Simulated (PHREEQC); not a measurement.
**Nickel, zinc or cadmium bath (model solution)**

Make-up at 15 °C: 56 mmol/kgw CdCl2, 0.09 mmol/kgw H3BO3 and 0.32 mmol/kgw NiCl2. It is in equilibrium with CO2 at log p = -1 (atm). Otherwise closed; pH follows from the charge balance.

All values are PHREEQC results (ion-association model, wateq4f.dat), not measurements.

This is a speciation only: nothing precipitates in the calculation.

Q: What pH does the model give?

A: pH 4.33.

Q: In which forms is Cd present?

A: CdCl+ 63 %, Cd+2 26 %, CdCl2 10 % of the Cd.
